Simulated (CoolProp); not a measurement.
Vapour-liquid equilibrium of CH2F2 (R32) (1) + R134a (2) at 293.1 K; x and y are mole fractions of (1).

The numbers come from the multi-fluid Helmholtz-energy mixture model, Tillner-Roth 1997 and Tillner-Roth 1994; pair parameters Lemmon 2004 in CoolProp.

**Question.** Give the bubble pressure and the first vapour's composition at x = 0.15, 0.75, 0.85. Is there an azeotrope?

**Answer.** x = 0.15: 700.6 kPa, y = 0.282; x = 0.75: 1231 kPa, y = 0.859; x = 0.85: 1325 kPa, y = 0.920. No azeotrope shows between x = 0.05 and 0.95.

Pair parameters are fitted to limited data, so mixtures are less certain than the pure fluids.
